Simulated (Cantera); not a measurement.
Charge: 1 mol B, 11 mol H2, at 48.0 Torr.

Cantera equilibrium calculation (NASA polynomials, part measured and part estimated; ideal gas, pure solids and liquids). Candidate condensed phases: B; 7 gas species. Gases not in the tables: B2H6 and higher boranes. Equilibrium is a limit: real reactors are often held back by kinetics, nucleation or transport.

Q: Which condensed phases are stable at each of these points (T (K)): 750, 900, 1050, 1200, 1350, 1500, 1650, 1800, 1950, 2100, 2250, 2400?

A: 
| T (K) | condensed phases | B condensed (%) |
|---|---|---|
| 750 | B(s) | 100.0 |
| 900 | B(s) | 100.0 |
| 1050 | B(s) | 100.0 |
| 1200 | B(s) | 100.0 |
| 1350 | B(s) | 100.0 |
| 1500 | B(s) | 100.0 |
| 1650 | B(s) | 100.0 |
| 1800 | B(s) | 99.9 |
| 1950 | B(s) | 99.6 |
| 2100 | B(s) | 99.1 |
| 2250 | B(s) | 98.1 |
| 2400 | B(l) | 96.2 |

From 750 K to 2250 K the condensed part is B(s). At 2400 K the condensed part is B(l).
